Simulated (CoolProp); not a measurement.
Properties of propylene along the isobar 101 kPa (Tc = 91.1 °C, pc = 4555 kPa, ω = 0.146).

Computed with CoolProp (reference Helmholtz-energy equation of state, Lemmon 2013).

```json
[
 {"T (°C)": "-108.25", "phase": "liquid", "Z": "[?]", "cp (kJ/(kg K))": "2.065", "cv (kJ/(kg K))": "1.341", "expansivity (1/kK)": "1.650", "fugacity coefficient": "0.01924"},
 {"T (°C)": "-80.05", "phase": "liquid", "Z": "0.004080", "cp (kJ/(kg K))": "2.099", "cv (kJ/(kg K))": "[?]", "expansivity (1/kK)": "1.787", "fugacity coefficient": "0.1712"},
 {"T (°C)": "-51.85", "phase": "liquid", "Z": "0.003754", "cp (kJ/(kg K))": "2.174", "cv (kJ/(kg K))": "1.360", "expansivity (1/kK)": "1.998", "fugacity coefficient": "[?]"},
 {"T (°C)": "-23.65", "phase": "gas", "Z": "0.9744", "cp (kJ/(kg K))": "1.397", "cv (kJ/(kg K))": "1.175", "expansivity (1/kK)": "[?]", "fugacity coefficient": "0.9751"},
 {"T (°C)": "4.45", "phase": "gas", "Z": "0.9820", "cp (kJ/(kg K))": "1.483", "cv (kJ/(kg K))": "1.269", "expansivity (1/kK)": "3.816", "fugacity coefficient": "0.9823"},
 {"T (°C)": "32.65", "phase": "gas", "Z": "0.9868", "cp (kJ/(kg K))": "1.577", "cv (kJ/(kg K))": "1.368", "expansivity (1/kK)": "3.409", "fugacity coefficient": "0.9869"},
 {"T (°C)": "60.85", "phase": "gas", "Z": "0.9900", "cp (kJ/(kg K))": "1.677", "cv (kJ/(kg K))": "1.471", "expansivity (1/kK)": "3.089", "fugacity coefficient": "0.9901"},
 {"T (°C)": "89.05", "phase": "gas", "Z": "0.9922", "cp (kJ/(kg K))": "1.780", "cv (kJ/(kg K))": "1.576", "expansivity (1/kK)": "2.829", "fugacity coefficient": "0.9923"},
 {"T (°C)": "117.15", "phase": "gas", "Z": "0.9938", "cp (kJ/(kg K))": "1.883", "cv (kJ/(kg K))": "1.680", "expansivity (1/kK)": "2.613", "fugacity coefficient": "0.9939"}
]
```

### Question
Fill in the missing entries.

### Answer

- -108.25, Z: 0.004552
- -80.05, cv (kJ/(kg K)): 1.334
- -51.85, fugacity coefficient: 0.7997
- -23.65, expansivity (1/kK): 4.358
